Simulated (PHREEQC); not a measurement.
A column of 0.2 m (30 cells, dispersivity 0.01 m, 60 s a shift, diffusion coefficient 3e-10 m²/s) holds 0.018 eq of the database's cation exchanger X per kg of pore water, first in equilibrium with 81 mmol/kgw BaCl2, 11 mmol/kgw MgCl2 and 0.01 mmol/kgw HCl. It is flushed with 21 mmol/kgw MnCl2, 0.44 mmol/kgw CaCl2 and 0.01 mmol/kgw HCl, at 25 °C. Values are for the last cell. No CO2 enters from the air. Precipitation was switched off in this run.

The series has 31 steps of pore volumes, from 0 to 3.017.

The numbers come from PHREEQC with the ion-association model, phreeqc.dat.

Problem. After how many pore volumes does Mn at the outlet first reach half of its feed value?

Solution. By 1.2 pore volumes.

Problem. After how many pore volumes does Ca at the outlet first reach half of its feed value?

Solution. By 1.8 pore volumes.
